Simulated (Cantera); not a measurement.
**Silicon epitaxy and polysilicon growth: SiH₄ + Cl₂ + H₂**

Feed: 1 mol SiH₄, 0.55 mol Cl₂, 19 mol H₂, equilibrated at 875 K and 25.0 mbar.

Cantera equilibrium calculation (NASA polynomials, part measured and part estimated; ideal gas, pure solids and liquids). Candidate condensed phases: Si; 19 gas species. The tables' values for SiCl₃ are old estimates; treat these amounts as uncertain. Kinetics and transport are ignored.

```
Property       Result
----------  ---------
x(H₂)           0.982
x(SiCl₄)      0.00868
x(HCl)        0.00486
x(SiHCl₃)     0.00384
x(SiH₂Cl₂)   0.000156
x(SiCl₃)      6.77e-5
x(SiCl₂)      3.06e-5
x(SiH₃Cl)     1.52e-6
n(Si(s))    0.728 mol
gas amount  21.28 mol
```
